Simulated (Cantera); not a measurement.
A perfectly stirred reactor is fed with N₂O : N₂ = 1 : 10 (molar parts), at 170000 Pa; it is held at 1300 K, and followed from long to short residence time.

Model: GRI-Mech 3.0 (53 species, 325 reactions), integrated in Cantera. GRI-Mech 3.0 was tuned for natural gas; its chemistry of N2O as a main component is partial and can be far from experiment. The mechanism lacks the step 2 NO + O2 → 2 NO2, which can matter for NO2 below about 1400 K. The temperature is held fixed by assumption; the heat of reaction is taken as removed at once.

One state of this run: x N₂O = 0.0870; x O₂ = 0.00159; x NO = 0.000541; x N₂ = 0.911; x NO₂ = 6.67e-6; x O = 6.73e-6. x: mole fraction; the columns are a selection and need not sum to one.

Question: Which value of τ (s) does it belong to?
A) 1.7
B) 0.0021
C) 0.12
D) 0.0080

Answer: D, 0.0080
